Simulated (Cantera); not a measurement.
A Cantera script and what it prints.

```python
import numpy as np
import cantera as ct

gas_names = """
    C CN CO CO2 C2 CCN CNC C2N2 C2O C3 C3O2 C4 C4N2 C5 N NCO NO NO2 NO3 N2 N2O O O2 O3 Si SiC SiC2 SiN
    SiO SiO2 Si2 Si2C Si2N Si3
""".split()
cond_names = """
    C(gr) Si(cr) Si(L) SiC(b) SiO2(Lqz) SiO2(hqz) SiO2(L) Si2N2O(s) Si3N4(a)
""".split()


def load(file, names, dense=False):
    # The tables refer to 1 bar. Condensed volumes are neglected.
    table = {s.name: s for s in ct.Species.list_from_file(file)}
    out = []
    for n in names:
        d = dict(table[n].input_data)
        d["thermo"] = dict(d["thermo"], **{"reference-pressure": 1e5})
        if dense:
            d["equation-of-state"] = {"model": "constant-volume", "density": "1e6 g/cm^3"}
        out.append(ct.Species.from_dict(d))
    return out


gas = ct.Solution(thermo="ideal-gas", species=load("nasa_gas.yaml", gas_names))
cond = {s.name: ct.Solution(thermo="fixed-stoichiometry", species=[s], name=s.name)
        for s in load("nasa_condensed.yaml", cond_names, dense=True)}
atoms = {
    'SiO2': {'Si': 1, 'O': 2},
    'C': {'C': 1},
    'N2': {'N': 2},
}
top_T = {'C(gr)': 4500, 'SiC(b)': 3050, 'Si2N2O(s)': 2100, 'Si3N4(a)': 2400}  # K; cautious upper limits of use, not melting points


def equilibrate(T, P, feed):
    n = {}
    for name, mol in feed.items():
        for a, k in atoms[name].items():
            n[a] = n.get(a, 0.0) + k * mol
    gas.TPX = T, P, n
    mass = sum(n.values()) * gas.mean_molecular_weight
    gas.equilibrate("TP")
    valid = [c for c in cond.values() if c.min_temp <= T <= top_T.get(c.name, c.max_temp)]
    mix = ct.Mixture([(gas, mass / gas.mean_molecular_weight)] + [(c, 0.0) for c in valid])
    mix.T, mix.P = T, P
    mix.equilibrate("TP", solver="vcs", rtol=1e-11, max_steps=5000)
    return mix


results = []
feed = {'SiO2': 1, 'C': 0.044, 'N2': 3}  # mol
T = 1600  # K
P = 1300  # Pa
mix = equilibrate(T, P, feed)
results.append((T, P, feed, dict(zip(mix.species_names, mix.species_moles))))
x = sorted(zip(gas.X, gas.species_names), reverse=True)
print(f"T = {T:g} K  P = {P:g} Pa  gas = {mix.phase_moles(0):.4g} mol")
print("   x: " + "  ".join(f"{s} {v:.3e}" for v, s in x if v > 0.0001))
print("   condensed (mol): " + ("  ".join(f"{mix.phase(i).name} {mix.phase_moles(i):.4g}"
      for i in range(1, mix.n_phases) if mix.phase_moles(i) > 1e-12) or "none"))
```

Output:

```
T = 1600 K  P = 1300 Pa  gas = 3.066 mol
   x: N2 9.766e-01  CO 1.435e-02  SiO 9.009e-03
   condensed (mol): SiO2(hqz) 0.9615  Si2N2O(s) 0.00546
```

Cantera equilibrium calculation (NASA polynomials, part measured and part estimated; ideal gas, pure solids and liquids). Mutual solubility and eutectic melting of coexisting phases are not modelled. The tables hold silica as quartz up to 1696 K and as liquid above; real silica turns to tridymite and cristobalite and melts near 1996 K.
